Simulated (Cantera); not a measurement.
Feed: 1 mol HgO, 51 mol H₂, 0.023 mol O₂, equilibrated at 800 °C and 580000 Pa.

Method: chemical equilibrium by Gibbs-energy minimisation in Cantera with the NASA 1993 tables (ideal gas, pure condensed phases). Candidate condensed phases: H₂O, Hg, HgO; 10 gas species. Rates play no part.

Problem. What is the equilibrium state?

Solution. 
```
Property                              Value
--------------------------------  ---------
x(H₂)                                 0.961
x(H₂O)                               0.0201
x(Hg)                                0.0192
gas amount                        52.00 mol
log10 activity of Hg(l) (absent)      -2.94
```
